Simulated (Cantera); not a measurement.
An isothermal, constant-pressure homogeneous reactor starts with 2.47 % H₂, 57.4 % O₂, 40.2 % N₂, at 1400 K and 0.00170 bar.

Model: the H2/O2 subset of GRI-Mech 3.0, which has no nitrogen chemistry, integrated in Cantera. Radical loss at walls, strong at low pressure, is not modelled.

x: mole fraction; the columns are a selection and need not sum to one.

```csv
t (s),x H₂,x O₂,x H,x O,x H₂O,x OH
0.000100,0.0247,0.574,3.55e-9,6.98e-10,3.05e-11,6.89e-10
0.000453,0.0247,0.574,1.11e-8,1.01e-8,2.08e-9,9.59e-9
0.00205,0.0247,0.574,5.70e-8,1.43e-7,1.13e-7,1.23e-7
0.00928,0.0246,0.574,1.92e-5,5.79e-5,7.67e-5,4.77e-5
0.0420,0.000357,0.552,0.00248,0.0190,0.0216,0.00300
0.190,0.000351,0.552,0.00243,0.0188,0.0216,0.00298
0.862,0.000333,0.553,___,0.0177,0.0218,0.00290
3.90,0.000263,0.556,0.00152,0.0136,0.0224,0.00259
17.7,0.000109,0.563,0.000389,0.00543,0.0237,0.00168
80.0,___,0.568,___,___,0.0246,___
```

Task: Fill in the missing entries.

Result: 
- 0.862, x H: 0.00223
- 80.0, x H₂: 1.48e-5
- 80.0, x H: 1.87e-5
- 80.0, x O: 0.000714
- 80.0, x OH: 0.000620
